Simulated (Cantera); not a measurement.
A Cantera script and its output.

```python
import numpy as np
import cantera as ct

gas = ct.Solution("gri30.yaml")
gas.TPX = 1075, 1200000, {'CH3OH': 1, 'O2': 2.59, 'N2': 9.72}
reactor = ct.IdealGasReactor(gas, energy="on", clone=False)
net = ct.ReactorNet([reactor])
net.rtol, net.atol = 1e-08, 1e-16
show = ['CH3OH', 'O2', 'C2H4', 'NO', 'N2O']
times = np.geomspace(2e-06, 0.1, 13)

steps = ct.SolutionArray(gas, extra=["t"])
rows = []
print(f"{'t/s':>10s}{'T/K':>9s}{'P/Pa':>11s}" + "".join(f"{s:>11s}" for s in show))
for t in times:
    while net.time < t:
        t_next = net.step()
        steps.append(gas.state, t=t_next)
    rows.append([np.interp(t, steps.t, y) for y in (steps.T, steps.P, *steps(*show).X.T)])
    print(f"{t:10.3e}{rows[-1][0]:9.1f}{rows[-1][1]:11.4g}" + "".join(f"{x:11.3e}" for x in rows[-1][2:]))
rate = np.gradient(steps.T, steps.t)
print("integrator steps:", len(steps.t))
if steps.T.max() > steps.T[0] + 200:
    print(f"time of steepest temperature rise: {steps.t[rate.argmax()]:.4e} s")
gas.TPX = 1075, 1200000, {'CH3OH': 1, 'O2': 2.59, 'N2': 9.72}
gas.equilibrate("UV")
print(f"equilibrium (UV): T = {gas.T:.1f} K  " + "  ".join(f"{s} {gas[s].X[0]:.3e}" for s in show))
```

It prints:

```
       t/s      T/K       P/Pa      CH3OH         O2       C2H4         NO        N2O
 2.000e-06   1075.0    1.2e+06  7.513e-02  1.946e-01  4.961e-19  7.517e-24  2.249e-17
 4.927e-06   1075.0    1.2e+06  7.513e-02  1.946e-01  4.337e-18  1.960e-23  7.994e-17
 1.214e-05   1075.0    1.2e+06  7.513e-02  1.946e-01  3.157e-17  5.018e-23  3.549e-16
 2.991e-05   1075.0    1.2e+06  7.513e-02  1.946e-01  1.501e-16  1.269e-22  1.909e-15
 7.368e-05   1075.0    1.2e+06  7.513e-02  1.946e-01  4.808e-16  3.172e-22  1.125e-14
 1.815e-04   1075.0    1.2e+06  7.513e-02  1.946e-01  1.298e-15  7.902e-22  6.792e-14
 4.472e-04   1075.0    1.2e+06  7.513e-02  1.946e-01  3.300e-15  1.991e-21  4.117e-13
 1.102e-03   1075.0    1.2e+06  7.513e-02  1.946e-01  8.178e-15  5.394e-21  2.488e-12
 2.714e-03   1075.0    1.2e+06  7.513e-02  1.946e-01  1.987e-14  2.272e-20  1.501e-11
 6.687e-03   1075.0    1.2e+06  7.512e-02  1.946e-01  4.698e-14  3.641e-19  9.728e-11
 1.648e-02   2561.6  2.978e+06  1.705e-17  7.386e-02  7.477e-27  8.298e-03  3.867e-06
 4.059e-02   2549.5  2.964e+06  1.547e-17  7.119e-02  6.010e-27  1.373e-02  3.899e-06
 1.000e-01   2549.5  2.964e+06  1.547e-17  7.119e-02  6.010e-27  1.373e-02  3.899e-06
integrator steps: 2369
time of steepest temperature rise: 1.5401e-02 s
equilibrium (UV): T = 2549.5 K  CH3OH 1.621e-17  O2 7.119e-02  C2H4 7.362e-27  NO 1.373e-02  N2O 3.899e-06
```

Model: GRI-Mech 3.0 (53 species, 325 reactions), integrated in Cantera. GRI-Mech 3.0 was tuned for natural gas; its chemistry of methanol as a main component is partial and can be far from experiment. The pressure lies above the range GRI-Mech 3.0 was tuned for (to about 10 atm).
